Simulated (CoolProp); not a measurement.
A simple Rankine cycle with cis-2-butene: condensing at 291.15 K, boiler at 0.586 MPa, turbine inlet 335.6 K, turbine efficiency 0.6, pump efficiency 0.7, no recuperator. Each further row changes one setting.

Model: reference Helmholtz-energy equation of state, Lemmon 2005, in CoolProp. It is a short technical equation, of lower accuracy than the large ones.

```csv
case,thermal efficiency (%),net work (kJ/kg),heat in (kJ/kg),turbine exit temperature (K),volume ratio over the turbine
as stated,6.7,30.5,452,305.4,3.44
turbine inlet 355.6 K,6.8,33.3,489,326.7,3.41
condensing temperature 283.15 K,7.9,37.2,470,299.6,4.52
boiler pressure 0.41 MPa,5.0,23.0,460,315.3,2.38
turbine efficiency 0.5,5.6,25.3,452,308.8,3.49
```
